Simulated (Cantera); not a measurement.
Input: 1 mol B2O3, 4.1 mol H2O, 60 mol H2, held at 2.20 mbar.

Method: chemical equilibrium by Gibbs-energy minimisation in Cantera with the NASA 1993 tables (ideal gas, pure condensed phases). Candidate condensed phases: B, B2O3, B3O3H3, H2O; 23 gas species. Gases not in the tables: H3BO3. Rates play no part.

Question: Which condensed phases are stable at each of these points (T (K)): 1173, 1223, 1273, 1323, 1373, 1423, 1473, 1523, 1573, 1623?

Answer: 
| T (K) | condensed phases | B condensed (%) |
|---|---|---|
| 1173 | B2O3(l) | 90.3 |
| 1223 | B2O3(l) | 80.5 |
| 1273 | B2O3(l) | 63.1 |
| 1323 | B2O3(l) | 34.4 |
| 1373 | gas only | 0.0 |
| 1423 | gas only | 0.0 |
| 1473 | gas only | 0.0 |
| 1523 | gas only | 0.0 |
| 1573 | gas only | 0.0 |
| 1623 | gas only | 0.0 |

From 1173 K to 1323 K the condensed part is B2O3(l). From 1373 K to 1623 K nothing is condensed.
